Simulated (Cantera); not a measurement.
A closed system holds: 1 mol SiO2, 8.3 mol CO, equilibrated at 2023 K and 6.30 bar.

Equilibrium computed with Cantera from the NASA thermochemical tables; the gas is ideal and each condensed phase is pure. Candidate condensed phases: C, Si, SiC, SiO2; 20 gas species. The tables hold silica as quartz up to 1696 K and as liquid above; real silica turns to tridymite and cristobalite and melts near 1996 K. Rates play no part.

Base state: CO 0.996, CO2 0.00187, SiO 0.00187 (mole fractions); condensed: SiO2(l).

Q: What changes in the equilibrium state with this change: pressure from 6.30 bar to 0.100 bar?

A: 
```tsv
species	before	after
CO	0.996	0.971
SiO	0.00187	0.0146
CO2	0.00187	0.0146
SiO2(l), mol	0.984	0.877
```
